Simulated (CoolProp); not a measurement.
Properties of R1123 along the isotherm 67.05 °C.

Values from CoolProp's reference Helmholtz-energy equation of state, Akasaka 2020.

| p (MPa) | phase | density (kg/m³) | speed of sound (m/s) | expansivity (1/kK) |
|---|---|---|---|---|
| 1.54 | gas | 50.58 | 179.7 | 4.443 |
| 3.08 | gas | 120.6 | 159.0 | 7.883 |
| 4.62 | supercritical | 252.3 | 131.9 | 25.48 |
| 6.15 | supercritical | 695.5 | 172.9 | 28.78 |
| 7.69 | supercritical | 794.2 | 240.8 | 12.08 |
| 9.23 | supercritical | 842.8 | 283.4 | 8.544 |
| 10.8 | supercritical | 877.4 | 316.7 | 6.874 |
| 12.3 | supercritical | 903.2 | 343.0 | 5.915 |
| 13.8 | supercritical | 924.8 | 366.0 | 5.254 |
| 15.4 | supercritical | 944.5 | 387.8 | 4.736 |
| 16.9 | supercritical | 960.8 | 406.3 | 4.361 |
| 18.5 | supercritical | 976.4 | 424.5 | 4.039 |
| 20 | supercritical | 989.7 | 440.3 | 3.790 |
